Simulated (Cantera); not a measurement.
**Equilibrium for halide evaporation, hydrolysis and transport: BaF₂ + H₂**

Input: 1 mol BaF₂, 1.9 mol H₂, held at 59.0 Pa.

Cantera equilibrium calculation (NASA polynomials, part measured and part estimated; ideal gas, pure solids and liquids). Candidate condensed phases: Ba, BaF₂; 14 gas species. Equilibrium is a limit: real reactors are often held back by kinetics, nucleation or transport.

| T (K) | x H₂ | x BaF₂ | x HF | x BaF | x H | x Ba | n BaF₂(s) |
|---|---|---|---|---|---|---|---|
| 825 | 1.00 | <1e-12 | 3.49e-11 | 2.57e-11 | 3.27e-10 | 4.84e-12 | 1.00 |
| 900 | 1.00 | 8.94e-11 | 1.22e-9 | 1.04e-9 | 4.81e-9 | 8.96e-11 | 1.00 |
| 975 | 1.00 | 4.87e-9 | 2.50e-8 | 2.30e-8 | 4.71e-8 | 1.01e-9 | 1.00 |
| 1050 | 1.000 | 1.46e-7 | 3.32e-7 | 3.17e-7 | 3.34e-7 | 7.75e-9 | 1.000 |
| 1125 | 1.000 | 2.72e-6 | 3.10e-6 | 3.01e-6 | 1.83e-6 | 4.49e-8 | 1.000 |
| 1200 | 1.000 | 3.42e-5 | 2.17e-5 | 2.12e-5 | 8.12e-6 | 2.07e-7 | 1.000 |
| 1275 | 0.999 | 0.000309 | 0.000119 | 0.000117 | 3.03e-5 | 7.97e-7 | 0.999 |
| 1350 | 0.997 | 0.00213 | 0.000529 | 0.000524 | 9.80e-5 | 2.63e-6 | 0.995 |
| 1425 | 0.984 | 0.0116 | 0.00199 | 0.00197 | 0.000279 | 7.59e-6 | 0.974 |
x: gas mole fraction; n: condensed amount in mol.

From 825 K to 1425 K the condensed part is BaF₂(s).
